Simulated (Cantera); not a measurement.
Cantera run:

```python
import numpy as np
import cantera as ct

gas_names = """
    CL CLF CLF3 CL2 F F2 H HCL HF H2 H2F2 H3F3 H4F4 H5F5 H6F6 H7F7 Si SiCL SiCL2 SiCL3 SiCL4 SiF SiF2
    SiF3 SiF4 SiH SiHCL3 SiHF3 SiH2 SiH2CL2 SiH2F2 SiH3 SiH3CL SiH3F SiH4 Si2 Si3
""".split()
cond_names = """
    Si(cr) Si(L)
""".split()


def load(file, names, dense=False):
    # The tables refer to 1 bar. Condensed volumes are neglected.
    table = {s.name: s for s in ct.Species.list_from_file(file)}
    out = []
    for n in names:
        d = dict(table[n].input_data)
        d["thermo"] = dict(d["thermo"], **{"reference-pressure": 1e5})
        if dense:
            d["equation-of-state"] = {"model": "constant-volume", "density": "1e6 g/cm^3"}
        out.append(ct.Species.from_dict(d))
    return out


gas = ct.Solution(thermo="ideal-gas", species=load("nasa_gas.yaml", gas_names))
cond = {s.name: ct.Solution(thermo="fixed-stoichiometry", species=[s], name=s.name)
        for s in load("nasa_condensed.yaml", cond_names, dense=True)}
atoms = {
    'Si': {'Si': 1},
    'HF': {'H': 1, 'F': 1},
    'H2': {'H': 2},
    'HCl': {'H': 1, 'CL': 1},
}
top_T = {}  # K; cautious upper limits of use, not melting points


def equilibrate(T, P, feed):
    n = {}
    for name, mol in feed.items():
        for a, k in atoms[name].items():
            n[a] = n.get(a, 0.0) + k * mol
    gas.TPX = T, P, n
    mass = sum(n.values()) * gas.mean_molecular_weight
    gas.equilibrate("TP")
    valid = [c for c in cond.values() if c.min_temp <= T <= top_T.get(c.name, c.max_temp)]
    mix = ct.Mixture([(gas, mass / gas.mean_molecular_weight)] + [(c, 0.0) for c in valid])
    mix.T, mix.P = T, P
    mix.equilibrate("TP", solver="vcs", rtol=1e-11, max_steps=5000)
    return mix


results = []
feed = {'Si': 1, 'HF': 1.2, 'H2': 4.1, 'HCl': 2.8}  # mol
T = 573.15  # K
P = 46000  # Pa
mix = equilibrate(T, P, feed)
results.append((T, P, feed, dict(zip(mix.species_names, mix.species_moles))))
x = sorted(zip(gas.X, gas.species_names), reverse=True)
print(f"T = {T:g} K  P = {P:g} Pa  gas = {mix.phase_moles(0):.4g} mol")
print("   x: " + "  ".join(f"{s} {v:.3e}" for v, s in x if v > 0.001))
print("   condensed (mol): " + ("  ".join(f"{mix.phase(i).name} {mix.phase_moles(i):.4g}"
      for i in range(1, mix.n_phases) if mix.phase_moles(i) > 1e-12) or "none"))
```

Result:

```
T = 573.15 K  P = 46000 Pa  gas = 7.1 mol
   x: H2 8.580e-01  SiCL4 9.752e-02  SiF4 4.220e-02  HCL 1.126e-03  SiHCL3 1.052e-03
   condensed (mol): none
```

These are equilibrium values from Cantera (NASA tables, ideal gas, pure condensed phases), not measurements of a reactor.
